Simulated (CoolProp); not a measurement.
Aqueous ammonia as a coolant, at 13 °C, 1 atm.

Computed with CoolProp (Melinder's fits for secondary coolants).

| mass % | freezing point (°C) | density (kg/m³) | cp (kJ/(kg K)) | conductivity (W/(m K)) | Prandtl number |
|---|---|---|---|---|---|
| 5.5 | -6.8 | 976.6 | 4.194 | 0.546 | 10.1 |
| 8.2 | -10.7 | 966.2 | 4.198 | 0.529 | 10.6 |
| 10.9 | -15.1 | 956.4 | 4.202 | 0.513 | 11.3 |
| 13.7 | -20.5 | 946.6 | 4.206 | 0.497 | 12.1 |
| 16.4 | -26.5 | 937.7 | 4.210 | 0.483 | 13.0 |
| 19.1 | -33.7 | 929.0 | 4.215 | 0.471 | 13.7 |
| 21.9 | -42.8 | 920.2 | 4.221 | 0.460 | 14.2 |
| 24.6 | -53.7 | 912.0 | 4.228 | 0.451 | 14.4 |
| 27.3 | -67.2 | 904.0 | 4.236 | 0.443 | 14.6 |
